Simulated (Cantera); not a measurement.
**Pyrogenic steam for wet oxidation**

An isothermal, constant-pressure homogeneous reactor starts with H₂ : O₂ : N₂ = 0.42 : 1 : 1.4 (molar parts), equivalence ratio 0.21, at 900 K and 0.148 atm.

Cantera simulation using GRI-Mech 3.0 (53 species, 325 reactions); the numbers are that mechanism's predictions, not measurements. Below about 950 K walls govern HO2 and H2O2 in real vessels. The temperature is held fixed by assumption; the heat of reaction is taken as removed at once.

| t (s) | x H₂ | x O₂ | x NO | x H₂O | x H | x O | x H₂O₂ |
|---|---|---|---|---|---|---|---|
| 2.00e-5 | 0.149 | 0.355 | <1e-12 | <1e-12 | 5.10e-12 | <1e-12 | <1e-12 |
| 5.90e-5 | 0.149 | 0.355 | <1e-12 | 8.20e-12 | 1.68e-11 | 3.88e-12 | <1e-12 |
| 0.000174 | 0.149 | 0.355 | <1e-12 | 1.42e-10 | 1.07e-10 | 3.24e-11 | <1e-12 |
| 0.000514 | 0.149 | 0.355 | <1e-12 | 1.37e-8 | 7.00e-9 | 2.22e-9 | 1.81e-12 |
| 0.00152 | 0.144 | 0.353 | 2.11e-10 | 0.00388 | 0.00152 | 0.000444 | 5.80e-7 |
| 0.00447 | 0.0135 | 0.307 | 8.94e-8 | 0.146 | 7.05e-5 | 0.000124 | 6.32e-6 |
| 0.0132 | 0.00771 | 0.305 | 7.98e-8 | 0.153 | 6.20e-6 | 1.95e-5 | 1.83e-5 |
| 0.0389 | 0.00589 | 0.305 | 5.08e-8 | 0.155 | 8.02e-7 | 3.33e-6 | 4.65e-5 |
| 0.115 | 0.00474 | 0.304 | 3.46e-8 | 0.156 | 3.17e-7 | 1.55e-6 | 8.19e-5 |
| 0.339 | 0.00318 | 0.304 | 2.58e-8 | 0.157 | 1.51e-7 | 9.48e-7 | 9.21e-5 |
| 1.00 | 0.00137 | 0.303 | 1.81e-8 | 0.159 | 4.78e-8 | 5.05e-7 | 4.76e-5 |
x: mole fraction; the columns are a selection and need not sum to one.

Equilibrium at this temperature and pressure: H₂ 2.43e-12, O₂ 0.303, NO 9.19e-6, H₂O 0.161, H <1e-12, O 7.70e-12, H₂O₂ 2.33e-11 (gas phase only).
